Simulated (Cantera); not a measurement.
Charge: 1 mol CH3SiCl3, 0.094 mol C2H4, 6.6 mol H2, at 2300 K and 203 Torr.

Cantera equilibrium calculation (NASA polynomials, part measured and part estimated; ideal gas, pure solids and liquids). Candidate condensed phases: C, C6H6, C7H8, C8H18, Si, SiC; 109 gas species. The feed counts by its element totals alone. The tables' values for SiCl, SiCl3 are old estimates; treat these amounts as uncertain. Gases not in the tables: Si2H6 and higher silanes. Kinetics and transport are ignored.

Base state: H2 0.701, HCl 0.252, SiCl2 0.0228, H 0.0156, Cl 0.00404, C2H2 (acetylene) 0.00303, SiCl 0.000654, Si 0.000496 (mole fractions); condensed: C(graphite) + SiC(s).

What changes in the equilibrium state with this change: pressure from 203 Torr to 1.05 Torr?


```tsv
species	before	after
H2	0.701	0.506
H	0.0156	0.184
HCl	0.252	0.180
Si	0.000496	0.0558
Cl	0.00404	0.0470
SiCl2	0.0228	0.00937
CH4	2.84e-5	7.68e-8
C3	6.19e-8	1.19e-5
SiC2	6.84e-5	0.00770
Si2	1.37e-6	9.02e-5
C(graphite), mol	0.368	0.917
SiC(s), mol	0.757	0
```
The tables' values for SiCl are old estimates; treat these amounts as uncertain.

What changes in the equilibrium state with this change: temperature from 2300 K to 2500 K?


| species | before | after |
|---|---|---|
| H2 | 0.701 | 0.677 |
| HCl | 0.252 | 0.229 |
| H | 0.0156 | 0.0398 |
| SiCl2 | 0.0228 | 0.0274 |
| Si2 | 1.37e-6 | 2.69e-5 |
| SiC2 | 6.84e-5 | 0.00109 |
| Si2C | 4.03e-5 | 0.000603 |
| C2H | 3.04e-6 | 3.09e-5 |
| Si | 0.000496 | 0.00421 |
| C(graphite), mol | 0.368 | 0.387 |
| SiC(s), mol | 0.757 | 0.622 |

What changes in the equilibrium state with this change: CH3SiCl3 replaced by SiH2Cl2?


| species | before | after |
|---|---|---|
| H2 | 0.701 | 0.796 |
| HCl | 0.252 | 0.137 |
| SiCl2 | 0.0228 | 0.0411 |
| H | 0.0156 | 0.0166 |
| Si3 | 3.69e-8 | 1.25e-5 |
| Si2 | 1.37e-6 | 6.66e-5 |
| C2H2 (acetylene) | 0.00303 | 7.09e-5 |
| SiH2 | 4.69e-5 | 0.000371 |
| C(graphite), mol | 0.368 | 0 |
| SiC(s), mol | 0.757 | 0.184 |
| Si(l), mol | 0 | 0.380 |
Mutual solubility and eutectic melting of coexisting phases are not modelled.
